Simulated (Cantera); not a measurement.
An isothermal, constant-pressure homogeneous reactor starts with 45.5 % NH₃, 54.5 % H₂, at 2075 K and 13300 Pa.

Computed with Cantera and the gas-phase N/H chemistry of the illustrative SiF4/NH3 mechanism in the Surface Chemkin manual (1991). Walls and surfaces, which speed up NH3 decomposition in real reactors, are not modelled.

x: mole fraction; the columns are a selection and need not sum to one.

| t (s) | x NH₃ | x H₂ | x N₂H₂ | x N | x NH | x N₂H₄ |
|---|---|---|---|---|---|---|
| 0.000200 | 0.454 | 0.545 | 3.30e-7 | 7.37e-8 | 3.24e-6 | ? |
| 0.000860 | 0.452 | 0.546 | 3.70e-6 | 1.22e-6 | 2.12e-5 | 3.63e-8 |
| 0.00369 | 0.439 | 0.554 | 3.99e-6 | 1.39e-6 | 2.30e-5 | 3.82e-8 |
| 0.0159 | 0.391 | 0.586 | 3.43e-6 | 1.42e-6 | 2.23e-5 | ? |
| 0.0682 | 0.247 | 0.680 | 1.93e-6 | 1.52e-6 | 1.98e-5 | ? |
| 0.293 | 0.0468 | 0.812 | 2.91e-7 | 1.68e-6 | 1.20e-5 | ? |
| 1.26 | 9.54e-5 | 0.838 | 7.62e-11 | 3.62e-7 | 5.42e-7 | <1e-12 |
| 5.41 | 9.72e-6 | 0.838 | <1e-12 | 3.74e-8 | 5.57e-8 | <1e-12 |
| 23.3 | 2.08e-6 | 0.838 | <1e-12 | 8.00e-9 | 1.19e-8 | <1e-12 |
| 100 | 7.80e-7 | 0.838 | <1e-12 | 3.00e-9 | 4.47e-9 | <1e-12 |

### Question
Some entries are withheld; supply them.

### Answer

- 0.000200, x N₂H₄: 5.32e-9
- 0.0159, x N₂H₄: 3.28e-8
- 0.0682, x N₂H₄: 1.78e-8
- 0.293, x N₂H₄: 1.95e-9
